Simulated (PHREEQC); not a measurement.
Solution (20 °C): 0.0013 mol/kgw FeCl3, 0.0014 mol/kgw CuCl2 and 0.00014 mol/kgw HCl. Closed to the air; pH follows from the charge balance.

The numbers come from PHREEQC with the ion-association model, wateq4f.dat.

```yaml
pH: 2.94
ionic_strength: 0.0101 mol/kgw
total_alkalinity: -2.74 meq/kg
```

| species | molality | activity | log γ |
|---|---|---|---|
| Cl- | 0.00680 | 0.00612 | -0.045 |
| Cu+2 | 0.00139 | 0.000938 | -0.170 |
| H+ | 0.00127 | 0.00116 | -0.039 |
| FeOH+2 | 0.000759 | 0.000508 | -0.175 |
| Fe+3 | 0.000277 | 0.000123 | -0.353 |
| Fe(OH)2+ | 0.000132 | 0.000120 | -0.043 |
| Fe2(OH)2+4 | 4.44e-5 | 8.56e-6 | -0.715 |
| FeCl+2 | 2.89e-5 | 1.94e-5 | -0.175 |
| CuCl+ | 1.34e-5 | 1.20e-5 | -0.045 |

Precipitation was switched off in this run. Saturation is exceeded, for instance for Hematite (slow to form), Goethite (slow to form); the values hold only as long as no solid forms.
